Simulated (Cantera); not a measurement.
Input (Python, Cantera):

```python
import numpy as np
import cantera as ct

surf = ct.Interface("ptcombust.yaml", "Pt_surf")
gas = surf.adjacent["gas"]
gas.TPX = 300, 22000, {'CH4': 0.031, 'O2': 0.11, 'N2': 0.79}
jet = ct.ImpingingJet(gas=gas, width=0.06, surface=surf)
jet.inlet.mdot, jet.inlet.T, jet.inlet.X = 0.097, 300, {'CH4': 0.031, 'O2': 0.11, 'N2': 0.79}
jet.set_refine_criteria(ratio=10, slope=0.2, curve=0.3)
show, cover = ['CH4', 'O2', 'H2O', 'OH', 'CO', 'CO2'], ["PT(S)", "H(S)", "O(S)", "OH(S)", "CO(S)", "C(S)"]

rows = []
print(f"{'Ts/K':>7s}" + "".join(f"{s:>11s}" for s in show + cover) + "   (gas at the wall, coverages)")
for i, Ts in enumerate([950, 1000, 1050, 1100, 1150]):
    jet.surface.T = Ts
    if i == 0:
        surf.TP = Ts, 22000
        surf.coverages = "PT(S):0.5, O(S):0.5"
        surf.advance_coverages(1.0)
        jet.set_initial_guess(products="inlet")
    jet.solve(loglevel=0, auto=(i == 0))
    rows.append([*(jet.X[gas.species_index(s), -1] for s in show), *surf[cover].coverages])
    print(f"{Ts:7g}" + "".join(f"{x:11.3e}" for x in rows[-1]))
```

Output:

```
   Ts/K        CH4         O2        H2O         OH         CO        CO2      PT(S)       H(S)       O(S)      OH(S)      CO(S)       C(S)   (gas at the wall, coverages)
    950  1.300e-02  7.488e-02  3.773e-02  7.374e-08  6.349e-06  2.500e-02  2.371e-01  2.613e-07  7.608e-01  2.099e-03  1.070e-05  5.119e-08
   1000  8.863e-03  6.614e-02  4.528e-02  1.980e-07  5.879e-06  3.006e-02  3.076e-01  5.757e-07  6.903e-01  2.075e-03  7.334e-06  4.583e-08
   1050  6.285e-03  6.073e-02  4.990e-02  4.719e-07  5.556e-06  3.319e-02  3.777e-01  1.098e-06  6.203e-01  1.936e-03  4.965e-06  3.951e-08
   1100  4.672e-03  5.739e-02  5.273e-02  1.019e-06  5.425e-06  3.510e-02  4.458e-01  1.900e-06  5.524e-01  1.751e-03  3.432e-06  3.402e-08
   1150  3.628e-03  5.531e-02  5.449e-02  2.033e-06  5.491e-06  3.626e-02  5.108e-01  3.068e-06  4.876e-01  1.555e-03  2.452e-06  2.969e-08
```

Model: Deutschmann's 1995 Pt surface mechanism with GRI-Mech 3.0 gas chemistry, integrated in Cantera. Catalytic surfaces can have several steady states; this one follows from the mechanism file's or the stated starting coverage.
